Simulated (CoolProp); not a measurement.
Vapour-liquid equilibrium of n-hexane (1) + ethylbenzene (2) at 0.00241 MPa; x and y are mole fractions of (1).

The numbers come from the multi-fluid Helmholtz-energy mixture model, Thol 2019 and Zhou 2012; pair parameters Bell 2016 in CoolProp.

| x | bubble temperature, mixture model (K) | bubble temperature, Raoult's law (K) | y, mixture model | y, Raoult's law |
|---|---|---|---|---|
| 0.05 | 295.5 | 299.7 | 0.565 | 0.448 |
| 0.125 | 284.2 | 289.8 | 0.799 | 0.718 |
| 0.2 | 277.7 | 283.0 | 0.878 | 0.831 |
| 0.275 | 273.5 | 278.0 | 0.916 | 0.890 |
| 0.35 | 270.4 | 274.1 | 0.938 | 0.925 |
| 0.425 | 268.0 | 271.0 | 0.953 | 0.947 |
| 0.5 | 266.0 | 268.3 | 0.963 | 0.962 |
| 0.575 | 264.4 | 266.0 | 0.971 | 0.973 |
| 0.65 | 262.9 | 264.0 | 0.978 | 0.981 |
| 0.725 | 261.6 | 262.3 | 0.983 | 0.987 |
| 0.8 | 260.3 | 260.7 | 0.988 | 0.991 |
| 0.875 | 259.1 | 259.3 | 0.993 | 0.995 |
| 0.95 | 257.9 | 258.0 | 0.997 | 0.998 |

The largest gap from Raoult's law is -5.6 K in bubble temperature, at x = 0.125. No azeotrope shows between x = 0.05 and 0.95.

Pair parameters are fitted to limited data, so mixtures are less certain than the pure fluids.
